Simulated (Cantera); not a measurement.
Input: 1 mol TiO2, 0.5 mol CH4, 0.21 mol H2, equilibrated at 390 Pa.

These are equilibrium values from Cantera (NASA tables, ideal gas, pure condensed phases), not measurements of a reactor. Candidate condensed phases: C, C6H6, C7H8, C8H18, H2O, Ti, TiC, TiO, TiO2, Ti2O3, Ti3O5, Ti4O7; 113 gas species. Mutual solubility and eutectic melting of coexisting phases are not modelled. TiO: taken at fixed stoichiometry. Rates play no part.

log p: log10 of the partial pressure in bar; n: condensed amount in mol.

| T (K) | log p H2 | log p CO | log p H | log p TiO | log p H2O | log p Ti | log p CO2 | n Ti2O3(s) | n TiO(s) | n TiO(l) |
|---|---|---|---|---|---|---|---|---|---|---|
| 1625 | -2.56 | -2.94 | -5.43 | -9.71 | -6.80 | -11.18 | -7.68 | 0.500 | 0 | 0 |
| 1700 | -2.56 | -2.94 | (withheld) | (withheld) | -6.78 | (withheld) | -7.69 | 0.500 | 0 | 0 |
| 1775 | -2.56 | -2.94 | (withheld) | (withheld) | (withheld) | (withheld) | (withheld) | 0.500 | (withheld) | 0 |
| 1850 | -2.56 | -2.94 | -4.55 | -7.33 | -6.47 | -8.46 | -7.45 | 0.500 | 0.000305 | 0 |
| 1925 | -2.57 | -2.95 | -4.30 | -6.71 | -6.27 | -7.86 | -7.28 | 0.500 | 0.000418 | 0 |
| 2000 | -2.57 | -2.95 | -4.07 | -6.15 | -6.09 | -7.31 | -7.13 | 0.500 | 0.000421 | 0 |
| 2075 | -2.58 | -2.95 | -3.86 | -5.66 | -5.87 | -6.88 | -6.93 | 0.499 | 0 | 0.000199 |

Problem. Fill in the missing entries.

Solution. 
- 1700, log p H: -5.11
- 1700, log p TiO: -8.79
- 1700, log p Ti: -10.05
- 1775, log p H: -4.82
- 1775, log p TiO: -7.99
- 1775, log p H2O: -6.69
- 1775, log p Ti: -9.12
- 1775, log p CO2: -7.64
- 1775, n TiO(s): 0.000196
